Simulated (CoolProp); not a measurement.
Properties of vinyl chloride along the isotherm 430 K.

Model: reference Helmholtz-energy equation of state, Thol 2022, in CoolProp.

```
p (bar)          phase  cp (kJ/(kg K))  speed of sound (m/s)  fugacity coefficient
-------  -------------  --------------  --------------------  --------------------
0.266              gas           1.091                 255.0                0.9985
0.429              gas           1.091                 254.8                0.9976
0.693              gas           1.093                 254.5                0.9962
1.12               gas             ___                 254.1                0.9938
1.81               gas           1.098                   ___                0.9900
2.92               gas           1.103                 252.2                0.9838
4.72               gas           1.113                 250.2                0.9738
7.63               gas           1.129                 246.9                0.9578
12.3               gas           1.160                 241.4                0.9320
19.9               gas           1.225                   ___                0.8903
32.2               gas           1.403                 213.9                0.8225
52                 gas           2.720                 177.2                   ___
84       supercritical           2.618                   ___                   ___
```

Question: Complete the blanks.

Answer: 
- 1.12, cp (kJ/(kg K)): 1.095
- 1.81, speed of sound (m/s): 253.3
- 19.9, speed of sound (m/s): 231.8
- 52, fugacity coefficient: 0.7098
- 84, speed of sound (m/s): 302.3
- 84, fugacity coefficient: 0.5106
